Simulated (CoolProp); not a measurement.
Vapour-liquid equilibrium of propane (1) + isobutene (2) at 40.15 °C; x and y are mole fractions of (1).

Values from CoolProp's multi-fluid Helmholtz-energy mixture model, Lemmon 2009 and Lemmon 2005; pair parameters Bell 2016.

Problem. Give the bubble pressure and the first vapour's composition at x = 0.05, 0.45, 0.55. Is there an azeotrope?

Solution. x = 0.05: 5.278 bar, y = 0.137; x = 0.45: 8.847 bar, y = 0.653; x = 0.55: 9.669 bar, y = 0.730. No azeotrope shows between x = 0.05 and 0.95.

The pair parameters rest on a limited set of measurements; away from them the model extrapolates. The gap from Raoult's law changes sign with composition, which may be real or a fault of the pair parameters; it wasn't checked against measurements.
